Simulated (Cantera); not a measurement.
Feed: 1 mol C, 1.9 mol CO₂, held at 10000 Pa.

Method: chemical equilibrium by Gibbs-energy minimisation in Cantera with the NASA 1993 tables (ideal gas, pure condensed phases). Candidate condensed phases: C; 23 gas species. Ions and electrons are included (thermal ionisation). Equilibrium is a limit: real reactors are often held back by kinetics, nucleation or transport.

Task: At 3477 °C, list the 4 most abundant gas species with their mole fractions, and the condensed phases.

Result: CO 0.766, O 0.221, CO₂ 0.00654, O₂ 0.00618. Condensed: gas only.
